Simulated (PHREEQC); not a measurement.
A column of 0.5 m (40 cells, dispersivity 0.04 m, 3600 s a shift, diffusion coefficient 3e-10 m²/s) holds 0.24 eq of the database's cation exchanger X per kg of pore water, first in equilibrium with 0.019 mol LiCl, 0.00038 mol Na2SO4 and 1e-05 mol HCl per kg of water. It is flushed with 64 mmol/kgw KBr, 82 mmol/kgw (NH4)2SO4, 15 mmol/kgw KCl and 0.01 mmol/kgw HCl, at 25 °C. Values are for the last cell. The system is closed to CO2. Nothing may precipitate in this run.

Base run: PHREEQC, ion-association model, phreeqc.dat. Each further column changes one thing. The table gives Li in solution (mol/kgw).

| pore volumes | base | exchange capacity from 0.24 to 0.12 eq/kgw | dispersivity from 0.04 to 0.08 m |
|---|---|---|---|
| 0 | 0.0190 | 0.0190 | 0.0190 |
| 0.4625 | 0.0257 | 0.0257 | 0.0406 |
| 1.062 | 0.155 | 0.151 | ___ |
| 1.512 | 0.204 | ___ | 0.168 |
| 1.962 | 0.0928 | 0.0158 | 0.0809 |
| 2.413 | 0.0242 | ___ | 0.0346 |
| 3.013 | 0.00417 | 0.000609 | ___ |
| 3.462 | 0.00114 | 0.000151 | 0.00512 |
| 3.913 | 0.000318 | ___ | 0.00229 |
| 4.513 | 5.81e-5 | ___ | 0.000791 |
| 4.963 | 1.63e-5 | 1.44e-6 | ___ |

**Question.** Complete the blanks.

**Answer.** 
- 1.062, dispersivity from 0.04 to 0.08 m: 0.156
- 1.512, exchange capacity from 0.24 to 0.12 eq/kgw: 0.0632
- 2.413, exchange capacity from 0.24 to 0.12 eq/kgw: 0.00392
- 3.013, dispersivity from 0.04 to 0.08 m: 0.0115
- 3.913, exchange capacity from 0.24 to 0.12 eq/kgw: 3.74e-5
- 4.513, exchange capacity from 0.24 to 0.12 eq/kgw: 5.82e-6
- 4.963, dispersivity from 0.04 to 0.08 m: 0.000357
